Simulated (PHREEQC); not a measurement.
Acid rinse or clean

Consider water at 75 °C with 4 mmol/kgw HF, 2.9 mmol/kgw CuSO4 and 22 mmol/kgw MnSO4. Closed to the air; pH follows from the charge balance.

Equilibrium calculation in PHREEQC: ion-association model, wateq4f.dat.

No solid was allowed to form.

What pH, ionic strength does the model give?

pH 3.32; ionic strength 0.0527 mol/kgw.

In which forms is S present?

SO4-2 49 %, MnSO4 42 %, CuSO4 4.4 %, HSO4- 4.3 % of the S.

Away from 25 °C the constants follow the database's enthalpies or fits; those with neither stay at their 25 °C values.
